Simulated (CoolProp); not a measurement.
A Linde-Hampson liquefier for CF4 (R14): isothermal reversible compression at 280 K from 1 atm to 15 MPa, throttling to 1 atm, return gas leaving the recuperator 2 K below the feed. Each further row changes one setting.

Values from CoolProp's reference Helmholtz-energy equation of state, Platzer 1990. This equation is an older, rougher fit; its heat capacities, sound speeds and derivatives of the liquid may be far off and weren't checked against measurements.

| case | liquid yield per pass | compression work (kJ/kg of gas) |
|---|---|---|
| as stated | 0.304 | 116 |
| high pressure 30 MPa | 0.340 | 131 |
| warm-end temperature 310 K | 0.215 | 135 |
| warm-end gap 7 K | 0.293 | 116 |
